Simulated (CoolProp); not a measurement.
Computed with CoolProp (reference Helmholtz-energy equation of state, Lemmon 2003). It is a pseudo-pure fit of the blend.

Problem. For R407C, give the phase and the cp (kJ/(kg K)), Joule-Thomson coefficient (K/MPa) at 211.5 K and 0.241 MPa; 225.5 K and 7.7 MPa; 267.3 K and 0.0892 MPa.

Solution. 
- 211.5 K and 0.241 MPa: liquid; cp 1.29, Joule-Thomson coefficient -0.305
- 225.5 K and 7.7 MPa: liquid; cp 1.29, Joule-Thomson coefficient -0.298
- 267.3 K and 0.0892 MPa: gas; cp 0.795, Joule-Thomson coefficient 30.9
